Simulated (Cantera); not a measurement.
A freely propagating, adiabatic, planar premixed flame of CH4 : O2 : N2 : CO2 = 1 : 2.11 : 5.9 : 0.94 (molar parts), equivalence ratio 0.95, unburnt at 375 K and 47000 Pa; mixture-averaged transport, grid criteria slope 0.08 and curve 0.16, no radiation.

Computed with Cantera and GRI-Mech 3.0 (53 species, 325 reactions). Burning velocities carry a grid error of a few per cent, more on coarse grids.

x: mole fraction of selected species; z is measured from the peak of heat release.

| z (mm) | T (K) | u (m/s) | x CH4 | x O2 | x CO2 | x HO2 | x CH3 | x C2H2 |
|---|---|---|---|---|---|---|---|---|
| -2.34 | 375 | 0.605 | 0.100 | 0.212 | 0.0944 | 2.05e-8 | <1e-8 | <1e-8 |
| -1.56 | 376 | 0.607 | 0.100 | 0.212 | 0.0943 | 3.34e-7 | 3.86e-8 | <1e-8 |
| -1.17 | 380 | 0.614 | 0.0997 | 0.211 | 0.0941 | … | … | … |
| -0.779 | 424 | 0.690 | 0.0961 | 0.207 | 0.0938 | 2.42e-5 | 2.53e-6 | 6.76e-7 |
| -0.390 | 830 | 1.37 | 0.0690 | 0.172 | 0.0955 | 0.000120 | 0.000217 | 1.35e-5 |
| -0.195 | 1264 | 2.11 | 0.0378 | 0.127 | 0.102 | 0.000152 | 0.00158 | 4.04e-5 |
| 0 | 1661 | 2.80 | 0.00870 | 0.0761 | 0.113 | 0.000114 | 0.00176 | 7.17e-5 |
| 0.195 | 1809 | 3.05 | 0.000580 | 0.0482 | 0.126 | 1.73e-5 | 0.000179 | 1.04e-5 |
| 0.390 | 1848 | 3.11 | 1.93e-5 | 0.0395 | 0.136 | 6.62e-6 | 6.34e-6 | 2.38e-7 |
| 0.779 | 1893 | 3.17 | … | … | 0.146 | … | … | <1e-8 |
| 1.56 | 1954 | 3.25 | <1e-8 | 0.0321 | 0.151 | 4.06e-6 | <1e-8 | <1e-8 |
| 3.12 | 2027 | 3.36 | <1e-8 | 0.0290 | 0.156 | 2.90e-6 | <1e-8 | <1e-8 |
| 6.24 | 2103 | 3.47 | <1e-8 | 0.0254 | 0.163 | 2.00e-6 | <1e-8 | <1e-8 |

Question: Complete the blanks.

Answer: 
- -1.17, x HO2: 2.07e-6
- -1.17, x CH3: 2.13e-7
- -1.17, x C2H2: 3.73e-8
- 0.779, x CH4: 3.05e-8
- 0.779, x O2: 0.0350
- 0.779, x HO2: 5.19e-6
- 0.779, x CH3: 1.11e-8
